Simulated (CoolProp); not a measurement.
A single-stage vapour-compression cycle with cyclopentane: evaporating at 316.15 K (dew point), condensing at 363.15 K (bubble point), superheat 10 K, subcooling 8 K, compressor efficiency 0.6, no pressure losses. Each further row changes one setting.

The numbers come from the reference Helmholtz-energy equation of state, Gedanitz 2015 in CoolProp.

```tsv
case	cooling COP	pressure ratio	discharge temperature (K)	refrigerating effect (kJ/kg)	volumetric capacity (kJ/m³)
as stated	3.64	3.98	390.8	329	718
evaporating temperature 321.15 K	4.21	3.36	388.1	335	856
condensing temperature 358.15 K	4.16	3.50	385.0	339	741
subcooling 13 K	___	3.98	390.8	339	741
superheat 20 K	___	3.98	400.5	343	___
compressor efficiency 0.5	___	3.98	401.2	329	718
```

Problem. Some entries are withheld; supply them.

Solution. 
- subcooling 13 K, cooling COP: 3.76
- superheat 20 K, cooling COP: 3.68
- superheat 20 K, volumetric capacity (kJ/m³): 724
- compressor efficiency 0.5, cooling COP: 3.04
